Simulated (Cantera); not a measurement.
**Ammonia decomposition in nitride growth gas**

A perfectly stirred reactor is fed with NH3 : H2 = 1 : 0.16 (molar parts), at 19000 Pa; it is held at 1775 K, and followed from long to short residence time.

Detailed kinetics in Cantera: the gas-phase N/H chemistry of the illustrative SiF4/NH3 mechanism in the Surface Chemkin manual (1991). Walls and surfaces, which speed up NH3 decomposition in real reactors, are not modelled.

```
τ (s)    x NH3   x H2   x N2H2      x N     x NH      x H      x N2
-------  -----  -----  -------  -------  -------  -------  --------
0.31     0.727  0.237  1.84e-6  7.22e-8  2.31e-6  3.90e-5    0.0362
0.11     0.809  0.177  2.19e-6  6.37e-8  2.29e-6  2.81e-5    0.0142
0.036    0.844  0.151  2.29e-6  5.76e-8  2.22e-6  2.34e-5   0.00473
0.012    0.856  0.142  2.17e-6  5.09e-8  2.06e-6  2.11e-5   0.00146
0.0042   0.860  0.139  1.72e-6  3.83e-8  1.69e-6  1.86e-5  0.000399
0.0014   0.862  0.138  7.89e-7  1.52e-8  8.83e-7  1.30e-5   5.83e-5
0.00049  0.862  0.138  1.40e-7  1.69e-9  1.94e-7  5.93e-6   3.22e-6
```
x: mole fraction; the columns are a selection and need not sum to one.
